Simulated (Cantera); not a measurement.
FeS2 + O2 (roasting and sulfation)

Feed: 1 mol FeS2, a varied amount of O2, at 1200 K and 1.00 bar.

Equilibrium computed with Cantera from the NASA thermochemical tables; the gas is ideal and each condensed phase is pure. Candidate condensed phases: Fe, FeO, FeS, FeSO4, FeS2, Fe2O3, Fe2(SO4)3, Fe3O4, S; 12 gas species. Mutual solubility and eutectic melting of coexisting phases are not modelled. FeS: taken at fixed stoichiometry. Gases not in the tables: S3 to S7. Kinetics and transport are ignored.

```json
[
 {"n(O2) (mol)": "0.58", "log p SO2": "-0.14", "log p S2": "-0.59", "log p S2O": "-1.78", "log p SO": "-3.34", "log p SO3": "-6.61", "log p S": "-6.57", "log p S8": "-8.57", "n FeS(s)": "1.00", "n Fe3O4(s)": "0"},
 {"n(O2) (mol)": "0.67", "log p SO2": "-0.10", "log p S2": "-0.73", "log p S2O": "-1.86", "log p SO": "-3.35", "log p SO3": "-6.52", "log p S": "-6.64", "log p S8": "-9.10", "n FeS(s)": "1.00", "n Fe3O4(s)": "0"},
 {"n(O2) (mol)": "0.77", "log p SO2": "-0.06", "log p S2": "-0.91", "log p S2O": "-1.98", "log p SO": "-3.38", "log p SO3": "-6.42", "log p S": "-6.73", "log p S8": "-9.85", "n FeS(s)": "1.00", "n Fe3O4(s)": "0"},
 {"n(O2) (mol)": "0.88", "log p SO2": "-0.03", "log p S2": "-1.23", "log p S2O": "-2.20", "log p SO": "-3.44", "log p SO3": "-6.29", "log p S": "-6.89", "log p S8": "-11.11", "n FeS(s)": "1.00", "n Fe3O4(s)": "0"},
 {"n(O2) (mol)": "1", "log p SO2": "-0.03", "log p S2": "-1.29", "log p S2O": "-2.24", "log p SO": "-3.46", "log p SO3": "-6.27", "log p S": "-6.92", "log p S8": "-11.34", "n FeS(s)": "0.932", "n Fe3O4(s)": "0.0227"},
 {"n(O2) (mol)": "1.2", "log p SO2": "-0.03", "log p S2": "-1.29", "log p S2O": "-2.24", "log p SO": "-3.46", "log p SO3": "-6.27", "log p S": "-6.92", "log p S8": "-11.34", "n FeS(s)": "0.804", "n Fe3O4(s)": "0.0654"},
 {"n(O2) (mol)": "1.3", "log p SO2": "-0.03", "log p S2": "-1.29", "log p S2O": "-2.24", "log p SO": "-3.46", "log p SO3": "-6.27", "log p S": "-6.92", "log p S8": "-11.34", "n FeS(s)": "0.740", "n Fe3O4(s)": "0.0868"},
 {"n(O2) (mol)": "1.5", "log p SO2": "-0.03", "log p S2": "-1.29", "log p S2O": "-2.24", "log p SO": "-3.46", "log p SO3": "-6.27", "log p S": "-6.92", "log p S8": "-11.34", "n FeS(s)": "0.611", "n Fe3O4(s)": "0.130"},
 {"n(O2) (mol)": "1.7", "log p SO2": "-0.03", "log p S2": "-1.29", "log p S2O": "-2.24", "log p SO": "-3.46", "log p SO3": "-6.27", "log p S": "-6.92", "log p S8": "-11.34", "n FeS(s)": "0.483", "n Fe3O4(s)": "0.172"},
 {"n(O2) (mol)": "2", "log p SO2": "-0.03", "log p S2": "-1.29", "log p S2O": "-2.24", "log p SO": "-3.46", "log p SO3": "-6.27", "log p S": "-6.92", "log p S8": "-11.34", "n FeS(s)": "0.291", "n Fe3O4(s)": "0.236"},
 {"n(O2) (mol)": "2.3", "log p SO2": "-0.03", "log p S2": "-1.29", "log p S2O": "-2.24", "log p SO": "-3.46", "log p SO3": "-6.27", "log p S": "-6.92", "log p S8": "-11.34", "n FeS(s)": "0.0988", "n Fe3O4(s)": "0.300"},
 {"n(O2) (mol)": "2.6", "log p SO2": "-0.01", "log p S2": "-1.82", "log p S2O": "-2.64", "log p SO": "-3.58", "log p SO3": "-6.11", "log p S": "-7.19", "log p S8": "<-12", "n FeS(s)": "0", "n Fe3O4(s)": "0.333"}
]
```
log p: log10 of the partial pressure in bar; n: condensed amount in mol.

From 0.58 mol O2 to 0.88 mol O2 the condensed part is FeS(s). From 1 mol O2 to 2.3 mol O2 the condensed part is FeS(s) + Fe3O4(s). At 2.6 mol O2 the condensed part is Fe3O4(s).
